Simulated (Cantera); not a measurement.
Carbothermic reduction: TiO2 + CO + H2

Charge: 1 mol TiO2, 9.5 mol CO, a varied amount of H2, at 16.0 mbar.

Equilibrium computed with Cantera from the NASA thermochemical tables; the gas is ideal and each condensed phase is pure. Candidate condensed phases: C, C6H6, C7H8, C8H18, H2O, Ti, TiC, TiO, TiO2, Ti2O3, Ti3O5, Ti4O7; 113 gas species. Mutual solubility and eutectic melting of coexisting phases are not modelled. Condensed phases not in the tables: Magnéli phases beyond Ti4O7. The numbers say what is thermodynamically allowed, not how fast it happens.

**Question.** Map the stable condensed phases over T = 1200, 1250, 1300, 1350, 1400, 1450, 1500, 1550, 1600, 1650, 1700, 1750, 1800, 1850 K and n(H2) in mol = 0.74, 3.1, 5.4, 7.8, 10, 12, 15.

**Answer.** 
```
T in K \ n(H2) in mol
         0.74  3.1  5.4  7.8   10   12   15
   1850     A    B    C    C    C    C    C
   1800     A    A    B    C    C    C    C
   1750     A    A    A    B    C    C    C
   1700     D    A    A    A    B    B    C
   1650     D    A    A    A    A    A    B
   1600     D    D    A    A    A    A    A
   1550     D    D    D    A    A    A    A
   1500     D    D    D    D    D    D    A
   1450     D    D    D    D    D    D    D
   1400     D    D    D    D    D    D    D
   1350     D    D    D    D    D    D    D
   1300     D    D    D    D    D    D    D
   1250     D    D    D    D    D    D    D
   1200     D    D    D    D    D    D    D
```
A: Ti4O7; B: Ti3O5 + Ti4O7; C: Ti3O5; D: TiO2 + Ti4O7.
